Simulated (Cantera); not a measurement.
Input: 1 mol SiHCl3, 46 mol N2, at 1602 °C and 10000 Pa.

Method: chemical equilibrium by Gibbs-energy minimisation in Cantera with the NASA 1993 tables (ideal gas, pure condensed phases). Candidate condensed phases: NH4Cl, Si, Si3N4; 28 gas species. The tables' values for SiCl3, SiCl are old estimates; treat these amounts as uncertain. Equilibrium is a limit: real reactors are often held back by kinetics, nucleation or transport.

Base state: N2 0.959, SiCl2 0.0195, HCl 0.0185, SiCl3 0.00125, H2 0.00112, Cl 0.000867, SiCl4 0.000113, H 6.95e-5 (mole fractions); condensed: gas only.

Q: What changes in the equilibrium state with this change: SiHCl3 replaced by trisilylamine?

A: 
```csv
species,before,after
N2,0.959,0.908
H2,0.00112,0.0915
H,6.95e-5,0.000627
SiCl2,0.0195,0
HCl,0.0185,0
Si,2.07e-6,4.18e-5
SiCl3,0.00125,0
Cl,0.000867,0
"Si3N4(s), mol",0,0.999
```
The feed counts by its element totals alone.
